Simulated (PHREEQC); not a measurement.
Make-up at 20 °C: 0.024 mol HF, 0.026 mol NH4F and 0.016 mol H2SiF6 per kg of water. Closed to the air; pH follows from the charge balance.

Equilibrium calculation in PHREEQC: ion-association model, phreeqc.dat.

This is a speciation only: nothing precipitates in the calculation.

Q: Order these F species by the share of F that they hold, largest first: SiF6-2, HF2-, HF, F-.

A: SiF6-2 (66 %), HF (30 %), F- (2.9 %), HF2- (0.96 %)

The pH is 2.03 and the ionic strength 0.0530 mol/kgw. SiF6-2 is the database's only silicon fluoride.
